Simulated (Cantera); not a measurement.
An adiabatic, constant-volume homogeneous reactor starts with CH4 : O2 : N2 = 1 : 0.833 : 6.42 (molar parts), at 1300 K and 1.00 bar.

Model: GRI-Mech 3.0 (53 species, 325 reactions), integrated in Cantera.

Problem. Predict: time of steepest temperature rise; temperature at 7.00 s; equilibrium temperature; x(O2) at 7.00 s; x(NO) at 7.00 s; x(O) at 7.00 s.

Solution. 
```json
{
 "time_of_steepest_temperature_rise": "35.6 ms",
 "temperature at 7.00 s": "2078 K",
 "equilibrium_temperature": "2078 K",
 "x(O2) at 7.00 s": "2.48e-8 (gas-phase equilibrium 2.48e-8)",
 "x(NO) at 7.00 s": "3.02e-6 (gas-phase equilibrium 3.02e-6)",
 "x(O) at 7.00 s": "1.39e-7 (gas-phase equilibrium 1.39e-7)"
}
```
